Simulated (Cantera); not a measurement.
What does this Cantera script print?

```python
import numpy as np
import cantera as ct

gas = ct.Solution("gri30.yaml")
gas.TPX = 1150, 1200, {'H2': 0.0072, 'O2': 1, 'N2': 0.0015}
reactor = ct.IdealGasConstPressureReactor(gas, energy="off", clone=False)
net = ct.ReactorNet([reactor])
net.rtol, net.atol = 1e-08, 1e-18
show = ['H2', 'O2', 'HO2', 'OH', 'H', 'H2O2', 'H2O']
times = np.geomspace(0.0001, 60, 11)

steps = ct.SolutionArray(gas, extra=["t"])
rows = []
print(f"{'t/s':>10s}{'T/K':>9s}{'P/Pa':>11s}" + "".join(f"{s:>11s}" for s in show))
for t in times:
    while net.time < t:
        t_next = net.step()
        steps.append(gas.state, t=t_next)
    rows.append([np.interp(t, steps.t, y) for y in (steps.T, steps.P, *steps(*show).X.T)])
    print(f"{t:10.3e}{rows[-1][0]:9.1f}{rows[-1][1]:11.4g}" + "".join(f"{x:11.3e}" for x in rows[-1][2:]))
rate = np.gradient(steps.T, steps.t)
print("integrator steps:", len(steps.t))
if steps.T.max() > steps.T[0] + 200:
    print(f"time of steepest temperature rise: {steps.t[rate.argmax()]:.4e} s")
gas.TPX = 1150, 1200, {'H2': 0.0072, 'O2': 1, 'N2': 0.0015}
gas.equilibrate("TP")
print(f"equilibrium (TP): T = {gas.T:.1f} K  " + "  ".join(f"{s} {gas[s].X[0]:.3e}" for s in show))
```

It prints:

```
       t/s      T/K       P/Pa         H2         O2        HO2         OH          H       H2O2        H2O
 1.000e-04   1150.0       1200  7.138e-03  9.914e-01  2.183e-10  1.098e-10  1.112e-10  3.603e-15  7.465e-12
 3.783e-04   1150.0       1200  7.138e-03  9.914e-01  8.269e-10  7.196e-10  2.063e-10  5.147e-14  2.076e-10
 1.431e-03   1150.0       1200  7.138e-03  9.914e-01  3.145e-09  5.394e-09  8.288e-10  7.321e-13  5.234e-09
 5.413e-03   1150.0       1200  7.137e-03  9.914e-01  1.502e-08  5.111e-07  6.904e-08  1.101e-11  8.334e-07
 2.048e-02   1150.0       1200  1.541e-04  9.851e-01  1.015e-06  7.242e-04  3.623e-04  2.860e-08  6.441e-03
 7.746e-02   1150.0       1200  1.842e-05  9.863e-01  6.737e-07  4.324e-04  1.796e-04  1.240e-08  6.820e-03
 2.930e-01   1150.0       1200  9.194e-06  9.888e-01  4.816e-07  3.061e-04  6.255e-05  1.163e-08  6.960e-03
 1.108e+00   1150.0       1200  2.009e-06  9.908e-01  2.123e-07  1.439e-04  6.393e-06  8.544e-09  7.084e-03
 4.193e+00   1150.0       1200  2.323e-07  9.913e-01  5.302e-08  4.942e-05  2.560e-07  3.378e-09  7.138e-03
 1.586e+01   1150.0       1200  2.489e-08  9.913e-01  9.353e-09  1.631e-05  9.150e-09  6.921e-10  7.155e-03
 6.000e+01   1150.0       1200  3.459e-09  9.913e-01  2.144e-09  6.116e-06  4.815e-10  1.223e-10  7.160e-03
integrator steps: 1604
equilibrium (TP): T = 1150.0 K  H2 2.840e-10  O2 9.913e-01  HO2 2.130e-09  OH 1.761e-06  H 1.155e-11  H2O2 1.174e-11  H2O 7.163e-03
```

Cantera simulation using GRI-Mech 3.0 (53 species, 325 reactions); the numbers are that mechanism's predictions, not measurements. Radical loss at walls, strong at low pressure, is not modelled.
